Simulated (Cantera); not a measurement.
What does this Cantera script print?

```python
import numpy as np
import cantera as ct

gas_names = """
    C CH CH2 CH3 CH2OH CH3O CH4 CH3OH CN CO CO2 COOH C2 C2H CHCO,ketyl C2H2,acetylene C2H2,vinylidene
    CH2CO,ketene C2H3,vinyl CH3CN CH3CO,acetyl C2H4 C2H4O,ethylen CH3CHO,ethanal CH3COOH (HCOOH)2 C2H5
    C2H6 CH3OCH3 C2H5OH CCN CNC C2N2 C2O C3 C3H3,propargyl C3H4,allene C3H4,propyne C3H4,cyclo-
    C3H5,allyl C3H6,propylene C3H6,cyclo- C3H6O C3H7,n-propyl C3H7,i-propyl C3H8 C3H8O,1propanol
    C3H8O,2propanol C3O2 C4 C4H2 C4H4,1,3-cyclo- C4H6,butadiene C4H6,2-butyne C4H6,cyclo- C4H8,1-butene
    C4H8,cis2-buten C4H8,tr2-butene C4H8,isobutene C4H8,cyclo- (CH3COOH)2 C4H9,n-butyl C4H9,i-butyl
    C4H9,s-butyl C4H9,t-butyl C4H10,isobutane C4H10,n-butane C4N2 C5 C5H6,1,3cyclo- C5H8,cyclo-
    C5H10,1-pentene C5H10,cyclo- C5H11,pentyl C5H11,t-pentyl C5H12,n-pentane C5H12,i-pentane
    CH3C(CH3)2CH3 C6H2 C6H5,phenyl C6H5O,phenoxy C6H6 C6H5OH,phenol C6H10,cyclo- C6H12,1-hexene
    C6H12,cyclo- C6H13,n-hexyl C7H7,benzyl C7H8 C7H8O,cresol C7H14,1-heptene C7H15,n-heptyl
    C7H16,n-heptane C8H8,styrene C8H10,ethylbenz C8H16,1-octene C8H17,n-octyl C8H18,isooctane
    C8H18,n-octane C9H19,n-nonyl C10H8,naphthale C10H21,n-decyl C12H9,o-bipheny C12H10,bipheny H HCN HCO
    HCCN HNC HNCO HNO HNO2 HNO3 HO2 H2 HCHO,formaldehy HCOOH H2O H2O2 N NCO NH NH2 NH3 NH2OH NO NO2 NO3
    N2 N2H2 N2H4 N2O O OH O2 O3 Si SiC SiC2 SiC4H12 SiH SiH2 SiH3 SiH4 SiN SiO SiO2 Si2 Si2C Si2N Si3
""".split()
cond_names = """
    C(gr) C6H6(L) C7H8(L) C8H18(L),n-octa H2O(s) H2O(L) Si(cr) Si(L) SiC(b) SiO2(Lqz) SiO2(hqz) SiO2(L)
    Si2N2O(s) Si3N4(a)
""".split()


def load(file, names, dense=False):
    # The tables refer to 1 bar. Condensed volumes are neglected.
    table = {s.name: s for s in ct.Species.list_from_file(file)}
    out = []
    for n in names:
        d = dict(table[n].input_data)
        d["thermo"] = dict(d["thermo"], **{"reference-pressure": 1e5})
        if dense:
            d["equation-of-state"] = {"model": "constant-volume", "density": "1e6 g/cm^3"}
        out.append(ct.Species.from_dict(d))
    return out


gas = ct.Solution(thermo="ideal-gas", species=load("nasa_gas.yaml", gas_names))
cond = {s.name: ct.Solution(thermo="fixed-stoichiometry", species=[s], name=s.name)
        for s in load("nasa_condensed.yaml", cond_names, dense=True)}
atoms = {
    'SiC': {'Si': 1, 'C': 1},
    'H2O': {'H': 2, 'O': 1},
    'N2': {'N': 2},
}
top_T = {'C(gr)': 4500, 'SiC(b)': 3050, 'Si2N2O(s)': 2100, 'Si3N4(a)': 2400}  # K; cautious upper limits of use, not melting points


def equilibrate(T, P, feed):
    n = {}
    for name, mol in feed.items():
        for a, k in atoms[name].items():
            n[a] = n.get(a, 0.0) + k * mol
    gas.TPX = T, P, n
    mass = sum(n.values()) * gas.mean_molecular_weight
    gas.equilibrate("TP")
    valid = [c for c in cond.values() if c.min_temp <= T <= top_T.get(c.name, c.max_temp)]
    mix = ct.Mixture([(gas, mass / gas.mean_molecular_weight)] + [(c, 0.0) for c in valid])
    mix.T, mix.P = T, P
    mix.equilibrate("TP", solver="vcs", rtol=1e-11, max_steps=5000)
    return mix


results = []
feed = {'SiC': 1, 'H2O': 0.0014, 'N2': 600}  # mol
P = 13332.2  # Pa
for T in [925, 975, 1025, 1075, 1125, 1175, 1225, 1275, 1325, 1375, 1425, 1475, 1525]:
    mix = equilibrate(T, P, feed)
    results.append((T, P, feed, dict(zip(mix.species_names, mix.species_moles))))
    x = sorted(zip(gas.X, gas.species_names), reverse=True)
    print(f"T = {T:g} K  P = {P:g} Pa  gas = {mix.phase_moles(0):.4g} mol")
    print("   x: " + "  ".join(f"{s} {v:.3e}" for v, s in x if v > 0.0001))
    print("   condensed (mol): " + ("  ".join(f"{mix.phase(i).name} {mix.phase_moles(i):.4g}"
          for i in range(1, mix.n_phases) if mix.phase_moles(i) > 1e-12) or "none"))
```

Result:

```
T = 925 K  P = 13332.2 Pa  gas = 599.3 mol
   x: N2 1.000e+00
   condensed (mol): C(gr) 1  Si2N2O(s) 0.0014  Si3N4(a) 0.3324
T = 975 K  P = 13332.2 Pa  gas = 599.3 mol
   x: N2 1.000e+00
   condensed (mol): C(gr) 1  Si2N2O(s) 0.0014  Si3N4(a) 0.3324
T = 1025 K  P = 13332.2 Pa  gas = 599.3 mol
   x: N2 1.000e+00
   condensed (mol): C(gr) 1  Si2N2O(s) 0.001399  Si3N4(a) 0.3324
T = 1075 K  P = 13332.2 Pa  gas = 599.3 mol
   x: N2 1.000e+00
   condensed (mol): C(gr) 1  Si2N2O(s) 0.001394  Si3N4(a) 0.3324
T = 1125 K  P = 13332.2 Pa  gas = 599.3 mol
   x: N2 1.000e+00
   condensed (mol): C(gr) 0.9999  Si2N2O(s) 0.001369  Si3N4(a) 0.3324
T = 1175 K  P = 13332.2 Pa  gas = 599.3 mol
   x: N2 1.000e+00
   condensed (mol): C(gr) 0.9998  Si2N2O(s) 0.001259  Si3N4(a) 0.3325
T = 1225 K  P = 13332.2 Pa  gas = 599.3 mol
   x: N2 1.000e+00
   condensed (mol): C(gr) 0.9994  Si2N2O(s) 0.0008428  Si3N4(a) 0.3328
T = 1275 K  P = 13332.2 Pa  gas = 599.3 mol
   x: N2 1.000e+00
   condensed (mol): C(gr) 0.9985  Si3N4(a) 0.3333
T = 1325 K  P = 13332.2 Pa  gas = 599.3 mol
   x: N2 1.000e+00
   condensed (mol): C(gr) 0.9984  Si3N4(a) 0.3333
T = 1375 K  P = 13332.2 Pa  gas = 599.3 mol
   x: N2 1.000e+00
   condensed (mol): C(gr) 0.9983  Si3N4(a) 0.3333
T = 1425 K  P = 13332.2 Pa  gas = 599.3 mol
   x: N2 1.000e+00
   condensed (mol): C(gr) 0.9981  Si3N4(a) 0.3333
T = 1475 K  P = 13332.2 Pa  gas = 599.3 mol
   x: N2 1.000e+00
   condensed (mol): C(gr) 0.9979  Si3N4(a) 0.3333
T = 1525 K  P = 13332.2 Pa  gas = 599.3 mol
   x: N2 1.000e+00
   condensed (mol): C(gr) 0.9977  Si3N4(a) 0.3333
```

Method: chemical equilibrium by Gibbs-energy minimisation in Cantera with the NASA 1993 tables (ideal gas, pure condensed phases). N2 is the only nitrogen source here; it is nearly inert below about 1500 K, so the nitride shown seldom forms there in practice. Mutual solubility and eutectic melting of coexisting phases are not modelled.
